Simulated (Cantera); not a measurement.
Input (Python, Cantera):

```python
import numpy as np
import cantera as ct

gas = ct.Solution("h2o2.yaml")
gas.TPX = 350, 500000, {'H2': 1, 'O2': 0.227, 'N2': 0.855}
flame = ct.FreeFlame(gas, width=0.013)
flame.set_refine_criteria(ratio=3, slope=0.08, curve=0.16)
flame.transport_model = "mixture-averaged"
flame.solve(loglevel=0, auto=True)
z, T = flame.grid, flame.T
thick = (T[-1] - T[0]) / np.gradient(T, z).max()
show = ['H2', 'O2', 'OH', 'H2O2', 'H2O', 'H']
print(f"laminar burning velocity  {flame.velocity[0] * 100:.3f} cm/s")
print(f"burnt temperature         {T[-1]:.1f} K")
print(f"thermal thickness         {thick * 1e3:.4f} mm")
print(f"grid points               {len(z)}")
z0 = z[flame.heat_release_rate.argmax()]
print(f"{'z/mm':>9s}{'T/K':>9s}{'u/(m/s)':>9s}" + "".join(f"{s:>11s}" for s in show))
rows = []
for k in (-3, -2, -1.5, -1, -0.5, -0.25, 0, 0.25, 0.5, 1, 2, 4, 8):
    zz = z0 + k * thick
    rows.append([k * thick, np.interp(zz, z, T), np.interp(zz, z, flame.velocity),
                 *(np.interp(zz, z, flame.X[gas.species_index(s)]) for s in show)])
    print(f"{rows[-1][0] * 1e3:9.3f}{rows[-1][1]:9.1f}{rows[-1][2]:9.3f}" + "".join(f"{x:11.3e}" for x in rows[-1][3:]))
```

It prints:

```
laminar burning velocity  335.655 cm/s
burnt temperature         2044.9 K
thermal thickness         0.0487 mm
grid points               109
     z/mm      T/K  u/(m/s)         H2         O2         OH       H2O2        H2O          H
   -0.146    350.0    3.357  4.803e-01  1.090e-01  2.841e-14  7.019e-12  1.165e-09  8.864e-16
   -0.097    350.0    3.357  4.803e-01  1.090e-01  1.201e-12  4.954e-10  6.651e-08  3.501e-14
   -0.073    350.3    3.358  4.801e-01  1.091e-01  2.142e-11  6.155e-09  7.288e-07  4.844e-13
   -0.049    353.5    3.382  4.788e-01  1.094e-01  5.609e-09  2.501e-07  2.348e-05  1.066e-10
   -0.024    453.7    4.223  4.607e-01  1.113e-01  3.045e-05  4.796e-05  3.821e-03  1.262e-05
   -0.012    789.5    7.094  4.222e-01  1.017e-01  7.314e-04  1.216e-04  3.441e-02  2.088e-03
    0.000   1185.1   10.417  3.696e-01  7.557e-02  1.071e-03  4.464e-05  9.406e-02  1.231e-02
    0.012   1463.2   12.769  3.201e-01  4.252e-02  1.710e-03  5.883e-06  1.583e-01  2.612e-02
    0.024   1620.5   14.114  2.892e-01  1.916e-02  2.038e-03  1.832e-06  2.023e-01  3.478e-02
    0.049   1755.4   15.238  2.714e-01  3.220e-03  2.051e-03  6.879e-07  2.331e-01  3.631e-02
    0.097   1849.8   15.974  2.733e-01  2.081e-04  1.823e-03  2.826e-07  2.403e-01  2.809e-02
    0.195   1924.3   16.533  2.792e-01  2.943e-05  1.383e-03  1.302e-07  2.424e-01  1.851e-02
    0.390   1978.1   16.928  2.839e-01  1.059e-05  9.096e-04  5.470e-08  2.439e-01  1.107e-02
```

Detailed kinetics in Cantera: the H2/O2 subset of GRI-Mech 3.0, which has no nitrogen chemistry. The hydrogen kinetics of GRI-Mech 3.0 are dated; newer H2 mechanisms differ, most at raised pressure. Burning velocities carry a grid error of a few per cent, more on coarse grids.
